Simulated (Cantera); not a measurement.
**Thermodynamics of iron carbonyl, mercury and lead vapours, feed Pb + H2 + N2**

Charge: 1 mol Pb, 0.079 mol H2, 7.3 mol N2, at 28.5 Torr.

Equilibrium computed with Cantera from the NASA thermochemical tables; the gas is ideal and each condensed phase is pure. Candidate condensed phases: Pb; 11 gas species. The numbers say what is thermodynamically allowed, not how fast it happens.

```csv
T (K),log p N2,log p Pb,log p H2,log p H,n Pb(l)
1048,-1.43,-4.35,-3.39,-9.81,0.991
1098,-1.43,-3.93,-3.39,-9.30,0.977
1148,-1.43,-3.55,-3.39,-8.84,0.945
1198,-1.43,-3.20,-3.40,-8.42,0.877
1248,-1.44,-2.89,-3.41,-8.03,0.739
1298,-1.46,-2.59,-3.42,-7.68,0.468
1348,-1.48,-2.34,-3.45,-7.36,0
1398,-1.48,-2.34,-3.45,-7.05,0
1448,-1.48,-2.34,-3.45,-6.76,0
1498,-1.48,-2.34,-3.45,-6.49,0
1548,-1.48,-2.34,-3.45,-6.23,0
1598,-1.48,-2.34,-3.45,-6.00,0
```
log p: log10 of the partial pressure in bar; n: condensed amount in mol.

From 1048 K to 1298 K the condensed part is Pb(l). From 1348 K to 1598 K nothing is condensed. The main Pb-bearing gas is Pb throughout.
